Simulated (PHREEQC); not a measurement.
Buffer: speciation

Dissolve 1.2 mmol/kgw H3BO3, 2.4 mmol/kgw KOH and 1.5 mmol/kgw KCl at 25 °C. Closed to the air; pH follows from the charge balance.

Model: ion-association model, phreeqc.dat, run in PHREEQC.

Each row changes one thing in this solution. Precipitation was switched off in this run.

```csv
case,pH,ionic strength (mol/kgw),H3BO3 (mol/kgw),SI of Sylvite (KCl)
as made,11.05,0.00390,1.71e-5,-6.19
temperature from 25 to 20 °C,11.22,0.00390,1.28e-5,-6.17
H3BO3 from 0.0012 to 0.00132 mol/kgw,11.01,0.00390,2.08e-5,-6.19
temperature from 25 to 45 °C,10.46,0.00390,4.61e-5,-6.29
H3BO3 from 0.0012 to 0.0018 mol/kgw,10.78,0.00390,4.76e-5,-6.19
```

Species that the database lacks are ignored. At this temperature some constants are extrapolated from 25 °C, and those without enthalpy data are left unchanged.
